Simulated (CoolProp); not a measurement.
Vapour-liquid equilibrium of diethyl ether (1) + n-hexane (2) at 814 kPa; x and y are mole fractions of (1).

Computed with CoolProp (multi-fluid Helmholtz-energy mixture model, Thol 2014 and Thol 2019; pair parameters Bell 2016).

| x | bubble temperature (°C) | y at the bubble point | dew temperature at overall composition x (°C) | liquid density (mol/L) |
|---|---|---|---|---|
| 0.05 | 150.2 | 0.102 | 152.1 | 6.077 |
| 0.2 | 140.5 | 0.345 | 146.4 | 6.368 |
| 0.35 | 132.8 | 0.525 | 140.3 | 6.652 |
| 0.5 | 126.4 | 0.667 | 133.9 | 6.941 |
| 0.65 | 120.8 | 0.785 | 127.2 | 7.241 |
| 0.8 | 115.8 | 0.886 | 120.1 | 7.558 |
| 0.95 | 111.3 | 0.973 | 112.5 | 7.895 |

No azeotrope shows between x = 0.05 and 0.95.

The pair parameters rest on a limited set of measurements; away from them the model extrapolates.
